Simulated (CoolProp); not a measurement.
Vapour pressure (kPa) of n-dodecane: the reference equation beside estimates from Tc = 385.0 °C, pc = 1818 kPa, ω = 0.574.

Values from CoolProp's reference Helmholtz-energy equation of state, Lemmon 2004. It is a short technical equation, of lower accuracy than the large ones.

| T (°C) | reference | Lee-Kesler | van der Waals | Redlich-Kwong |
|---|---|---|---|---|
| 237.15 | 162.4 | 163.6 | ? | 356.5 |
| 246.85 | 199.1 | 200.7 | 657.8 | 409.0 |
| 256.45 | 241.6 | 243.5 | 716.0 | 466.1 |
| 266.05 | 290.7 | 293.0 | 777.4 | 528.4 |
| 275.65 | 347.2 | ? | 842.0 | 596.2 |
| 285.35 | 412.6 | 415.6 | 910.5 | ? |
| 294.95 | 486.4 | 489.6 | 981.7 | 750.0 |
| 304.55 | 569.9 | 573.4 | 1056 | 835.5 |
| 314.15 | ? | 667.8 | 1134 | 927.3 |
| 323.75 | 770.2 | 774.0 | 1215 | 1026 |
| 333.45 | 890.4 | 894.3 | ? | 1132 |
| 343.05 | 1024 | ? | 1390 | ? |

### Question
What belongs in the gaps?

### Answer

- 237.15, van der Waals: 602.2
- 275.65, Lee-Kesler: 349.9
- 285.35, Redlich-Kwong: 670.5
- 314.15, reference: 664.2
- 333.45, van der Waals: 1301
- 343.05, Lee-Kesler: 1028
- 343.05, Redlich-Kwong: 1244

Absolute difference from the reference over all 12 rows, mean and median: Lee-Kesler 0.6 and 0.7 %, van der Waals 127.1 and 111.3 %, Redlich-Kwong 63.0 and 58.4 %.
